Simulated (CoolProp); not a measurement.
A simple Rankine cycle with n-butane: condensing at 323.15 K, boiler at 1.23 MPa, turbine inlet 377.5 K, turbine efficiency 0.85, pump efficiency 0.6, no recuperator. Each further row changes one setting.

Values from CoolProp's reference Helmholtz-energy equation of state, Bücker 2006.

| case | thermal efficiency (%) | net work (kJ/kg) | heat in (kJ/kg) | turbine exit temperature (K) | volume ratio over the turbine |
|---|---|---|---|---|---|
| as stated | 7.7 | … | 420 | 349.9 | 2.59 |
| turbine inlet 397.5 K | 7.6 | 35.3 | 467 | … | 2.54 |
| condensing temperature 315.15 K | 9.1 | 40.1 | 440 | 344.2 | … |
| boiler pressure 0.861 MPa | 4.9 | 21.1 | 433 | … | 1.75 |
| turbine efficiency 0.75 | … | 28.1 | 420 | 351.9 | 2.61 |

Q: What belongs in the gaps?

A: 
- as stated, net work (kJ/kg): 32.2
- turbine inlet 397.5 K, turbine exit temperature (K): 371.2
- condensing temperature 315.15 K, volume ratio over the turbine: 3.21
- boiler pressure 0.861 MPa, turbine exit temperature (K): 361.9
- turbine efficiency 0.75, thermal efficiency (%): 6.7
